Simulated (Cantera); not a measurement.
Mixture: 14.4 % CH₄, 0.564 % C₂H₆, 0.607 % C₃H₈, 16.2 % O₂, 60.7 % N₂, 7.51 % H₂O, at 20.0 bar, adiabatic and at constant pressure. Ignition delay is the time to a rise of 400 K.

Computed with Cantera and GRI-Mech 3.0 (53 species, 325 reactions). The pressure lies above the range GRI-Mech 3.0 was tuned for (to about 10 atm).

Question: Predict: delay at 1175 K; delay at 1375 K; delay at 1575 K; delay at 1775 K; delay at 1975 K; apparent activation energy between 1875 and 2075 K.

Answer: 
| Property | Result |
|---|---|
| delay at 1175 K | 1.38 ms |
| delay at 1375 K | 0.168 ms |
| delay at 1575 K | 26.1 µs |
| delay at 1775 K | 6.13 µs |
| delay at 1975 K | 2.05 µs |
| apparent activation energy between 1875 and 2075 K | 150 kJ/mol |
